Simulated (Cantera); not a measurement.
A closed system holds: 1 mol PbO, 11 mol CO, held at 13300 Pa.

These are equilibrium values from Cantera (NASA tables, ideal gas, pure condensed phases), not measurements of a reactor. Candidate condensed phases: C, Pb, PbO, PbO2, Pb3O4; 15 gas species. Rates play no part. All values below are at 1475 °C.

Base state: CO 0.833, CO2 0.0833, Pb 0.0833, PbO 4.69e-5 (mole fractions); condensed: gas only.

**Question.** What changes in the equilibrium state with this change: PbO replaced by Fe3O4?

**Answer.** 
```csv
species,before,after
CO,0.833,0.886
CO2,0.0833,0.113
Fe,0,0.000101
Pb,0.0833,0
PbO,4.69e-5,0
"Fe(δ), mol",0,0.247
"FeO(l), mol",0,2.75
```
Mutual solubility and eutectic melting of coexisting phases are not modelled. The tables' stoichiometric FeO is somewhat more stable than real wüstite, so its field is too wide. FeO: taken at fixed stoichiometry. Further candidate phases: Fe, Fe(CO)5, FeO, Fe2O3, Fe3O4.
